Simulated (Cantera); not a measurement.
Cantera run, input and output.

```python
import numpy as np
import cantera as ct

gas = ct.Solution("gri30.yaml")
gas.TPX = 350, 260000, {'CO': 1, 'H2': 0.042, 'O2': 1.02, 'N2': 3.84, 'CO2': 0.054}
inlet = ct.Reservoir(gas, clone=True)
gas.equilibrate("HP")  # start burning
reactor = ct.IdealGasConstPressureReactor(gas, energy="on", clone=False)
exhaust = ct.Reservoir(gas, clone=True)
tau = [0.1, 0.03, 0.0086, 0.0025, 0.0007, 0.0002, 5.8e-05, 1.7e-05, 4.8e-06][0]
for a, b in ((inlet, reactor), (reactor, exhaust)):
    ct.MassFlowController(a, b, mdot=lambda t: reactor.mass / tau)
net = ct.ReactorNet([reactor])
show = ['CO', 'H2', 'O2', 'H', 'HO2', 'O']

rows = []
print(f"{'tau/s':>10s}{'T/K':>9s}" + "".join(f"{s:>11s}" for s in show))
for tau in [0.1, 0.03, 0.0086, 0.0025, 0.0007, 0.0002, 5.8e-05, 1.7e-05, 4.8e-06]:
    net.initial_time = 0.0
    net.advance(30 * tau)
    before = gas.X
    net.advance(40 * tau)
    drift = np.max(np.abs(gas.X - before) / (gas.X + 1e-9))
    rows.append([gas.T, *gas[show].X, drift])
    print(f"{tau:10.3e}{gas.T:9.1f}" + "".join(f"{x:11.3e}" for x in gas[show].X))
```

Output:

```
     tau/s      T/K         CO         H2         O2          H        HO2          O
 1.000e-01   1793.8  1.613e-03  1.226e-05  9.220e-02  9.691e-06  1.662e-06  2.975e-04
 3.000e-02   1778.2  3.448e-03  2.525e-05  9.283e-02  2.920e-05  3.377e-06  6.226e-04
 8.600e-03   1744.7  7.447e-03  5.177e-05  9.426e-02  8.848e-05  6.872e-06  1.302e-03
 2.500e-03   1677.0  1.566e-02  9.943e-05  9.736e-02  2.400e-04  1.341e-05  2.491e-03
 7.000e-04   1496.5  3.936e-02  1.963e-04  1.077e-01  4.615e-04  2.923e-05  3.490e-03
 2.000e-04    350.0  1.679e-01  7.052e-03  1.713e-01  5.293e-30  5.096e-18  8.736e-28
 5.800e-05    350.0  1.679e-01  7.052e-03  1.713e-01  3.480e-33  9.836e-21  3.894e-28
 1.700e-05    350.0  1.679e-01  7.052e-03  1.713e-01  4.082e-34  6.213e-22  1.547e-28
 4.800e-06    350.0  1.679e-01  7.052e-03  1.713e-01  1.379e-34  3.925e-23  4.946e-29
```

Computed with Cantera and GRI-Mech 3.0 (53 species, 325 reactions). The hydrogen kinetics of GRI-Mech 3.0 are dated; newer H2 mechanisms differ, most at raised pressure.
